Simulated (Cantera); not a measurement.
A Cantera script and what it prints.

```python
import numpy as np
import cantera as ct

gas_names = """
    Cr CrN CrO CrO2 CrO3 N NO NO2 NO3 N2 N2O O O2 O3
""".split()
cond_names = """
    Cr(cr) Cr(L) CrN(s) Cr2N(s) Cr2O3(s) Cr2O3(L)
""".split()


# ... load() reads the species with a 1 bar reference pressure and builds the phases ...
atoms = {
    'Cr': {'Cr': 1},
    'N2O': {'N': 2, 'O': 1},
    'N2': {'N': 2},
}
top_T = {'CrN(s)': 1900, 'Cr2N(s)': 1900}  # K; cautious upper limits of use, not melting points


# ... equilibrate(T, P, feed) seeds the gas with the atoms and calls Mixture.equilibrate('TP', solver="vcs", rtol=1e-11, max_steps=5000) ...
results = []
feed = {'Cr': 1, 'N2O': 2.4, 'N2': 57}  # mol
P = 6300  # Pa
for T in [2275, 2350, 2425, 2500, 2575, 2650, 2725, 2800]:
    mix = equilibrate(T, P, feed)
    results.append((T, P, feed, dict(zip(mix.species_names, mix.species_moles))))

top = {s: max(r[3][s] / sum(r[3][g] for g in gas_names) for r in results) for s in gas_names}
cols = sorted((s for s in top if top[s] > 1e-06), key=lambda s: -top[s])[:5]
seen = [c for c in cond_names if any(r[3].get(c, 0) > 1e-12 for r in results)]
print("log10 of partial pressures in bar; condensed amounts in mol")
print(f"{'T/K':>10s}" + "".join(f"{s[:9]:>10s}" for s in cols + seen))
for T, P, feed, n in results:
    ng = sum(n[g] for g in gas_names)
    print(f"{T:10.4g}" + "".join(f"{np.log10(max(n[s] / ng * P / 1e5, 1e-99)):10.3f}" for s in cols)
          + "".join(f"{n.get(c, 0):10.4g}" for c in seen))
```

Output:

```
log10 of partial pressures in bar; condensed amounts in mol
       T/K        N2         O       CrO      CrO2        Cr  Cr2O3(s)
      2275    -1.206    -4.107    -4.477    -3.948    -5.430    0.4282
      2350    -1.207    -3.940    -3.942    -3.625    -4.717     0.322
      2425    -1.212    -3.764    -3.450    -3.314    -4.076    0.0522
      2500    -1.214    -3.586    -3.344    -3.364    -3.842         0
      2575    -1.215    -3.425    -3.309    -3.484    -3.680         0
      2650    -1.216    -3.282    -3.299    -3.628    -3.541         0
      2725    -1.217    -3.156    -3.313    -3.798    -3.423         0
      2800    -1.219    -3.049    -3.351    -3.995    -3.324         0
```

These are equilibrium values from Cantera (NASA tables, ideal gas, pure condensed phases), not measurements of a reactor.
